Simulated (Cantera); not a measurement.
A perfectly stirred reactor is fed with CH₃OH : O₂ : N₂ = 1 : 1.53 : 5.76 (molar parts), at 9.87 atm; it is adiabatic with a 750 K inlet, and is followed from long to short residence time, starting on the burning branch (τ in s: 0.2, 0.083, 0.035, 0.015, 0.0063, 0.0027, 0.0011, 0.00048, 0.0002, 8.7e-05, 3.7e-05, 1.6e-05).

Computed with Cantera and GRI-Mech 3.0 (53 species, 325 reactions). GRI-Mech 3.0 was tuned for natural gas; its chemistry of methanol as a main component is partial and can be far from experiment.

x: mole fraction; the columns are a selection and need not sum to one.

| τ (s) | T (K) | x CH₃OH | x O₂ | x HCN | x CO | x C₂H₂ |
|---|---|---|---|---|---|---|
| 0.20 | 2494 | 3.41e-8 | 0.00838 | 9.55e-9 | 0.0125 | <1e-12 |
| 0.083 | 2494 | 8.19e-8 | 0.00843 | 2.20e-8 | 0.0125 | 1.12e-12 |
| 0.035 | 2494 | 1.93e-7 | 0.00855 | 4.83e-8 | 0.0125 | 3.74e-12 |
| 0.015 | 2493 | 4.44e-7 | 0.00879 | 9.76e-8 | 0.0126 | 1.38e-11 |
| 0.0063 | 2491 | 1.03e-6 | 0.00926 | 1.75e-7 | 0.0129 | 5.53e-11 |
| 0.0027 | 2486 | 2.30e-6 | 0.0100 | 2.55e-7 | 0.0135 | 2.01e-10 |
| 0.0011 | 2473 | 5.24e-6 | 0.0112 | 3.09e-7 | 0.0149 | 6.45e-10 |
| 0.00048 | 2448 | 1.08e-5 | 0.0128 | 3.19e-7 | 0.0171 | … |
| 0.00020 | 2408 | 2.20e-5 | 0.0152 | 3.12e-7 | 0.0207 | … |
| 8.7e-5 | 2354 | 4.21e-5 | 0.0182 | 3.28e-7 | 0.0252 | … |
| 3.7e-5 | 2284 | 8.24e-5 | 0.0221 | 4.21e-7 | 0.0309 | … |
| 1.6e-5 | 2199 | 0.000169 | 0.0273 | 6.48e-7 | 0.0383 | … |

**Question.** Some entries are withheld; supply them.

**Answer.** 
- 0.00048, x C₂H₂: 1.42e-9
- 0.00020, x C₂H₂: 2.49e-9
- 8.7e-5, x C₂H₂: 4.20e-9
- 3.7e-5, x C₂H₂: 9.71e-9
- 1.6e-5, x C₂H₂: 3.29e-8
